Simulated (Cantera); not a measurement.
A Cantera script and what it prints.

```python
import numpy as np
import cantera as ct

gas_names = """
    CL CL2 H HCL H2 N NH NH2 NH3 N2 N2H2 N2H4 Si SiCL SiCL2 SiCL3 SiCL4 SiH SiHCL3 SiH2 SiH2CL2 SiH3
    SiH3CL SiH4 SiN Si2 Si2N Si3
""".split()
cond_names = """
    NH4CL(a) NH4CL(b) Si(cr) Si(L) Si3N4(a)
""".split()


# ... load() reads the species with a 1 bar reference pressure and builds the phases ...
atoms = {
    'Si2Cl6': {'Si': 2, 'CL': 6},
    'HCl': {'H': 1, 'CL': 1},
    'N2': {'N': 2},
}
top_T = {'Si3N4(a)': 2400}  # K; cautious upper limits of use, not melting points


# ... equilibrate(T, P, feed) seeds the gas with the atoms and calls Mixture.equilibrate('TP', solver="vcs", rtol=1e-11, max_steps=5000) ...
results = []
feed = {'Si2Cl6': 1, 'HCl': 0.54, 'N2': 150}  # mol
P = 120000  # Pa
for T in [850, 900, 950, 1000, 1050, 1100, 1150, 1200, 1250, 1300, 1350, 1400, 1450, 1500]:
    mix = equilibrate(T, P, feed)
    results.append((T, P, feed, dict(zip(mix.species_names, mix.species_moles))))
    x = sorted(zip(gas.X, gas.species_names), reverse=True)
    print(f"T = {T:g} K  P = {P:g} Pa  gas = {mix.phase_moles(0):.4g} mol")
    print("   x: " + "  ".join(f"{s} {v:.3e}" for v, s in x if v > 1e-06))
    print("   condensed (mol): " + ("  ".join(f"{mix.phase(i).name} {mix.phase_moles(i):.4g}"
          for i in range(1, mix.n_phases) if mix.phase_moles(i) > 1e-12) or "none"))
```

Output:

```
T = 850 K  P = 120000 Pa  gas = 151.7 mol
   x: N2 9.866e-01  SiCL4 9.934e-03  HCL 3.373e-03  H2 9.306e-05
   condensed (mol): Si3N4(a) 0.1643
T = 900 K  P = 120000 Pa  gas = 151.7 mol
   x: N2 9.866e-01  SiCL4 9.928e-03  HCL 3.394e-03  H2 8.228e-05
   condensed (mol): Si3N4(a) 0.1646
T = 950 K  P = 120000 Pa  gas = 151.7 mol
   x: N2 9.866e-01  SiCL4 9.923e-03  HCL 3.411e-03  H2 7.374e-05
   condensed (mol): Si3N4(a) 0.1648
T = 1000 K  P = 120000 Pa  gas = 151.7 mol
   x: N2 9.866e-01  SiCL4 9.918e-03  HCL 3.424e-03  H2 6.686e-05  SiCL3 2.650e-06  SiHCL3 1.364e-06
   condensed (mol): Si3N4(a) 0.1649
T = 1050 K  P = 120000 Pa  gas = 151.7 mol
   x: N2 9.866e-01  SiCL4 9.912e-03  HCL 3.435e-03  H2 6.122e-05  SiCL3 6.863e-06  SiHCL3 1.834e-06
   condensed (mol): Si3N4(a) 0.165
T = 1100 K  P = 120000 Pa  gas = 151.7 mol
   x: N2 9.866e-01  SiCL4 9.902e-03  HCL 3.444e-03  H2 5.654e-05  SiCL3 1.627e-05  SiHCL3 2.398e-06
   condensed (mol): Si3N4(a) 0.165
T = 1150 K  P = 120000 Pa  gas = 151.7 mol
   x: N2 9.866e-01  SiCL4 9.885e-03  HCL 3.451e-03  H2 5.261e-05  SiCL3 3.570e-05  SiHCL3 3.060e-06  SiCL2 1.411e-06
   condensed (mol): Si3N4(a) 0.1648
T = 1200 K  P = 120000 Pa  gas = 151.7 mol
   x: N2 9.866e-01  SiCL4 9.853e-03  HCL 3.457e-03  SiCL3 7.321e-05  H2 4.930e-05  SiCL2 4.771e-06  SiHCL3 3.823e-06
   condensed (mol): Si3N4(a) 0.1643
T = 1250 K  P = 120000 Pa  gas = 151.7 mol
   x: N2 9.865e-01  SiCL4 9.795e-03  HCL 3.462e-03  SiCL3 1.412e-04  H2 4.651e-05  SiCL2 1.458e-05  SiHCL3 4.682e-06
   condensed (mol): Si3N4(a) 0.1632
T = 1300 K  P = 120000 Pa  gas = 151.7 mol
   x: N2 9.865e-01  SiCL4 9.692e-03  HCL 3.465e-03  SiCL3 2.577e-04  H2 4.418e-05  SiCL2 4.067e-05  SiHCL3 5.630e-06
   condensed (mol): Si3N4(a) 0.1611
T = 1350 K  P = 120000 Pa  gas = 151.7 mol
   x: N2 9.864e-01  SiCL4 9.515e-03  HCL 3.467e-03  SiCL3 4.465e-04  SiCL2 1.045e-04  H2 4.229e-05  SiHCL3 6.646e-06
   condensed (mol): Si3N4(a) 0.1572
T = 1400 K  P = 120000 Pa  gas = 151.8 mol
   x: N2 9.863e-01  SiCL4 9.223e-03  HCL 3.468e-03  SiCL3 7.351e-04  SiCL2 2.487e-04  H2 4.087e-05  SiHCL3 7.693e-06  CL 1.984e-06
   condensed (mol): Si3N4(a) 0.1499
T = 1450 K  P = 120000 Pa  gas = 151.8 mol
   x: N2 9.860e-01  SiCL4 8.757e-03  HCL 3.467e-03  SiCL3 1.148e-03  SiCL2 5.501e-04  H2 4.001e-05  SiHCL3 8.710e-06  CL 3.854e-06
   condensed (mol): Si3N4(a) 0.137
T = 1500 K  P = 120000 Pa  gas = 152 mol
   x: N2 9.856e-01  SiCL4 8.049e-03  HCL 3.464e-03  SiCL3 1.693e-03  SiCL2 1.132e-03  H2 3.989e-05  SiHCL3 9.598e-06  CL 7.105e-06
   condensed (mol): Si3N4(a) 0.1154
```

Cantera equilibrium calculation (NASA polynomials, part measured and part estimated; ideal gas, pure solids and liquids). The feed counts by its element totals alone. N2 is the only nitrogen source here; it is nearly inert below about 1500 K, so the nitride shown seldom forms there in practice. The tables' values for SiCl3 are old estimates; treat these amounts as uncertain.
